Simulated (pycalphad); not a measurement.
CALPHAD calculation (pycalphad, COST 507 light-alloy database (1999)), 1 atm. The database dates from 1999; later assessments differ in places, in temperatures and in the compounds included. Kinetics are ignored, which matters at the lower temperatures.

Problem. How does the equilibrium phase assembly of Cu-3.2Si (at.%) change on cooling from 2250 K to 530 K?

Solution. 
```json
[
 {"T (K)": "1328.6", "phases above": "liquid", "phases below": "fcc + liquid"},
 {"T (K)": "1292.1", "phases above": "fcc + liquid", "phases below": "fcc"}
]
```
Changes were sought between steps of 40 K, so a narrower field can be missed.
